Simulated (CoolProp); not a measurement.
Toluene along the isotherm 620 K: density (kg/m³) from the reference equation and from simpler models built on Tc = 591.7 K, pc = 4126 kPa, ω = 0.266; each cubic takes its own stable root.

Model: reference Helmholtz-energy equation of state, Lemmon 2006, in CoolProp. It is a short technical equation, of lower accuracy than the large ones.

```tsv
p (kPa)	phase	reference	ideal gas	Redlich-Kwong
65.2	gas	1.171	1.165	1.171
110	gas	1.983	1.966	1.982
186	gas	3.373	3.325	3.370
314	gas	5.752	5.612	5.744
529	gas	9.862	9.455	9.839
893	gas	17.18	15.96	17.11
1510	gas	30.79	26.99	30.56
2540	gas	58.19	45.40	57.43
4290	supercritical	133.8	76.68	132.1
7240	supercritical	429.5	129.4	363.6
12200	supercritical	515.4	218.1	452.7
20600	supercritical	572.6	368.2	520.7
```
